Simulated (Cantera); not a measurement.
Input: 1 mol Ti(OiPr)4, 2.4 mol C3H8, 300 mol N2, held at 2000 °C.

Method: chemical equilibrium by Gibbs-energy minimisation in Cantera with the NASA 1993 tables (ideal gas, pure condensed phases). Candidate condensed phases: C, C6H6, C7H8, C8H18, H2O, Ti, TiC, TiN, TiO, TiO2, Ti2O3, Ti3O5, Ti4O7; 139 gas species. The feed counts by its element totals alone. TiC: taken at fixed stoichiometry. Kinetics and transport are ignored.

x: gas mole fraction; n: condensed amount in mol.

| P (Pa) | x N2 | x H | x H2 | x CO | x HCN | x CN | x HNC | n C(graphite) | n TiC(s) |
|---|---|---|---|---|---|---|---|---|---|
| 10 | 0.865 | 0.102 | 0.0148 | 0.0116 | 0.00428 | 0.00120 | 0.000376 | 12.3 | 0.727 |
| 37 | 0.878 | [?] | [?] | 0.0118 | [?] | [?] | [?] | 11.7 | 0.927 |
| 140 | 0.890 | [?] | [?] | 0.0119 | [?] | [?] | [?] | 11.3 | 0.981 |
| 520 | 0.899 | 0.0268 | 0.0530 | 0.0120 | 0.00827 | 0.000170 | 0.000726 | 11.0 | 0.995 |
| 1900 | 0.904 | 0.0148 | 0.0591 | 0.0121 | 0.00876 | 8.91e-5 | 0.000769 | 10.9 | 0.999 |
| 7200 | 0.907 | 0.00784 | 0.0627 | 0.0122 | 0.00904 | 4.59e-5 | 0.000793 | 10.8 | 1.000 |
| 27000 | 0.909 | 0.00411 | 0.0646 | 0.0122 | 0.00918 | 2.37e-5 | 0.000806 | 10.7 | 1.000 |
| 100000 | 0.910 | 0.00215 | 0.0656 | 0.0122 | 0.00926 | 1.23e-5 | 0.000813 | 10.7 | 1.000 |

Question: What belongs in the gaps?

Answer: 
- 140, x H: 0.0465
- 140, x H2: 0.0429
- 140, x HCN: 0.00740
- 140, x CN: 0.000326
- 140, x HNC: 0.000650
- 37, x H: 0.0742
- 37, x H2: 0.0288
- 37, x HCN: 0.00603
- 37, x CN: 0.000629
- 37, x HNC: 0.000529
